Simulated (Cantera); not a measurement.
A diamond (100) surface in a fixed gas of H2 with x(CH4) = 0.015, x(H) = 0.0084, x(CH3) = 0.00062, at 1325 K; coverages are run to steady state.

Computed with Cantera and the Harris–Goodwin 1993 mechanism for the reconstructed diamond (100) surface.

One state of this run: growth (µm/h) = 7.64; θ c6HH = 0.368; θ c6H* = 0.0517; θ c6*H = 0.530; θ c6** = 0.0479; θ c6HM = 0.000884. θ: site fractions in the mechanism's names (c6HH fully hydrogenated, c6H* and c6*H radical sites, c6** diradical, c6HM methylated).

Q: Which value of P (Pa) does it belong to?
A) 5000
B) 26000
C) 7600
D) 2200

A: A, 5000
